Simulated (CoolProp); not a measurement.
Properties of R1123 along the isotherm 105.75 °C.

Values from CoolProp's reference Helmholtz-energy equation of state, Akasaka 2020.

```json
[
 {"p (MPa)": "0.0216", "phase": "gas", "Z": "0.9990", "Joule-Thomson coefficient (K/MPa)": "6.882", "isothermal compressibility (1/MPa)": "46.34"},
 {"p (MPa)": "0.0326", "phase": "gas", "Z": "0.9984", "Joule-Thomson coefficient (K/MPa)": "6.884", "isothermal compressibility (1/MPa)": "30.72"},
 {"p (MPa)": "0.0491", "phase": "gas", "Z": "0.9976", "Joule-Thomson coefficient (K/MPa)": "6.887", "isothermal compressibility (1/MPa)": "20.42"},
 {"p (MPa)": "0.0741", "phase": "gas", "Z": "0.9964", "Joule-Thomson coefficient (K/MPa)": "6.892", "isothermal compressibility (1/MPa)": "13.54"},
 {"p (MPa)": "0.112", "phase": "gas", "Z": "0.9946", "Joule-Thomson coefficient (K/MPa)": "6.900", "isothermal compressibility (1/MPa)": "8.978"},
 {"p (MPa)": "0.169", "phase": "gas", "Z": "0.9918", "Joule-Thomson coefficient (K/MPa)": "6.912", "isothermal compressibility (1/MPa)": "5.966"},
 {"p (MPa)": "0.254", "phase": "gas", "Z": "0.9876", "Joule-Thomson coefficient (K/MPa)": "6.929", "isothermal compressibility (1/MPa)": "3.987"},
 {"p (MPa)": "0.384", "phase": "gas", "Z": "0.9812", "Joule-Thomson coefficient (K/MPa)": "6.956", "isothermal compressibility (1/MPa)": "2.654"},
 {"p (MPa)": "0.579", "phase": "gas", "Z": "0.9715", "Joule-Thomson coefficient (K/MPa)": "___", "isothermal compressibility (1/MPa)": "___"},
 {"p (MPa)": "0.873", "phase": "gas", "Z": "0.9568", "Joule-Thomson coefficient (K/MPa)": "7.057", "isothermal compressibility (1/MPa)": "1.198"},
 {"p (MPa)": "1.32", "phase": "gas", "Z": "0.9340", "Joule-Thomson coefficient (K/MPa)": "7.148", "isothermal compressibility (1/MPa)": "0.8129"},
 {"p (MPa)": "1.99", "phase": "gas", "Z": "0.8988", "Joule-Thomson coefficient (K/MPa)": "7.283", "isothermal compressibility (1/MPa)": "0.5619"},
 {"p (MPa)": "3", "phase": "gas", "Z": "0.8434", "Joule-Thomson coefficient (K/MPa)": "7.471", "isothermal compressibility (1/MPa)": "___"},
 {"p (MPa)": "4.52", "phase": "gas", "Z": "0.7543", "Joule-Thomson coefficient (K/MPa)": "7.659", "isothermal compressibility (1/MPa)": "0.3021"},
 {"p (MPa)": "6.82", "phase": "supercritical", "Z": "0.6079", "Joule-Thomson coefficient (K/MPa)": "7.209", "isothermal compressibility (1/MPa)": "0.2518"}
]
```

What belongs in the gaps?


- 0.579, Joule-Thomson coefficient (K/MPa): 6.996
- 0.579, isothermal compressibility (1/MPa): 1.778
- 3, isothermal compressibility (1/MPa): 0.4001
